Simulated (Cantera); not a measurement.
A perfectly stirred reactor is fed with 4.31 % H2, 95.7 % O2, equivalence ratio 0.022, at 2300 Pa; it is held at 1123 K, and followed from long to short residence time.

Cantera simulation using GRI-Mech 3.0 (53 species, 325 reactions); the numbers are that mechanism's predictions, not measurements. Radical loss at walls, strong at low pressure, is not modelled. The temperature is held fixed by assumption; the heat of reaction is taken as removed at once.

Q: Predict: x(H2) at τ = 2.80 s; x(O2) at τ = 2.80 s; x(H2O2) at τ = 2.80 s; x(H) at τ = 2.80 s; x(OH) at τ = 2.80 s; x(H2) at τ = 21.0 ms; x(O2) at τ = 21.0 ms; x(H2O2) at τ = 21.0 ms; x(H) at τ = 21.0 ms; x(OH) at τ = 21.0 ms.

A: 
```json
{
 "x(H2) at τ = 2.80 s": "8.53e-5",
 "x(O2) at τ = 2.80 s": "0.955",
 "x(H2O2) at τ = 2.80 s": "8.92e-8",
 "x(H) at τ = 2.80 s": "2.33e-5",
 "x(OH) at τ = 2.80 s": "0.000358",
 "x(H2) at τ = 21.0 ms": "0.00145",
 "x(O2) at τ = 21.0 ms": "0.944",
 "x(H2O2) at τ = 21.0 ms": "2.11e-7",
 "x(H) at τ = 21.0 ms": "0.00209",
 "x(OH) at τ = 21.0 ms": "0.00189"
}
```
